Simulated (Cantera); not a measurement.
# SiC + N2 (sublimation and decomposition of ceramics)

Input: 1 mol SiC, 0.6 mol N2, equilibrated at 110 Pa.

Equilibrium computed with Cantera from the NASA thermochemical tables; the gas is ideal and each condensed phase is pure. Candidate condensed phases: C, Si, SiC, Si3N4; 20 gas species. The tables' values for SiN are old estimates; treat these amounts as uncertain. Kinetics and transport are ignored.

From 1523 K to 1823 K the condensed part is SiC(s). From 1873 K to 2173 K the condensed part is C(graphite) + SiC(s). The main Si-bearing gas is Si throughout.

```json
[
 {"T (K)": "1523", "x N2": "1.00", "x Si": "1.30e-7", "x SiC2": "2.77e-10", "x Si2C": "2.37e-10", "n SiC(s)": "1.00", "n C(graphite)": "0"},
 {"T (K)": "1573", "x N2": "1.000", "x Si": "4.78e-7", "x SiC2": "1.51e-9", "x Si2C": "1.26e-9", "n SiC(s)": "1.00", "n C(graphite)": "0"},
 {"T (K)": "1623", "x N2": "1.000", "x Si": "1.62e-6", "x SiC2": "7.44e-9", "x Si2C": "5.99e-9", "n SiC(s)": "1.000", "n C(graphite)": "0"},
 {"T (K)": "1673", "x N2": "1.000", "x Si": "5.07e-6", "x SiC2": "3.32e-8", "x Si2C": "2.60e-8", "n SiC(s)": "1.000", "n C(graphite)": "0"},
 {"T (K)": "1723", "x N2": "1.000", "x Si": "1.49e-5", "x SiC2": "1.36e-7", "x Si2C": "1.03e-7", "n SiC(s)": "1.000", "n C(graphite)": "0"},
 {"T (K)": "1773", "x N2": "1.000", "x Si": "4.11e-5", "x SiC2": "5.11e-7", "x Si2C": "3.78e-7", "n SiC(s)": "1.000", "n C(graphite)": "0"},
 {"T (K)": "1823", "x N2": "1.000", "x Si": "0.000107", "x SiC2": "1.79e-6", "x Si2C": "1.29e-6", "n SiC(s)": "1.000", "n C(graphite)": "0"},
 {"T (K)": "1873", "x N2": "1.000", "x Si": "0.000266", "x SiC2": "5.84e-6", "x Si2C": "4.10e-6", "n SiC(s)": "1.000", "n C(graphite)": "0.000159"},
 {"T (K)": "1923", "x N2": "0.999", "x Si": "0.000629", "x SiC2": "1.79e-5", "x Si2C": "1.23e-5", "n SiC(s)": "1.000", "n C(graphite)": "0.000374"},
 {"T (K)": "1973", "x N2": "0.998", "x Si": "0.00142", "x SiC2": "5.18e-5", "x Si2C": "3.47e-5", "n SiC(s)": "0.999", "n C(graphite)": "0.000845"},
 {"T (K)": "2023", "x N2": "0.997", "x Si": "0.00308", "x SiC2": "0.000142", "x Si2C": "9.31e-5", "n SiC(s)": "0.998", "n C(graphite)": "0.00183"},
 {"T (K)": "2073", "x N2": "0.993", "x Si": "0.00645", "x SiC2": "0.000370", "x Si2C": "0.000238", "n SiC(s)": "0.996", "n C(graphite)": "0.00382"},
 {"T (K)": "2123", "x N2": "0.985", "x Si": "0.0130", "x SiC2": "0.000922", "x Si2C": "0.000580", "n SiC(s)": "0.991", "n C(graphite)": "0.00774"},
 {"T (K)": "2173", "x N2": "0.971", "x Si": "0.0254", "x SiC2": "0.00220", "x Si2C": "0.00136", "n SiC(s)": "0.981", "n C(graphite)": "0.0152"}
]
```
x: gas mole fraction; n: condensed amount in mol.
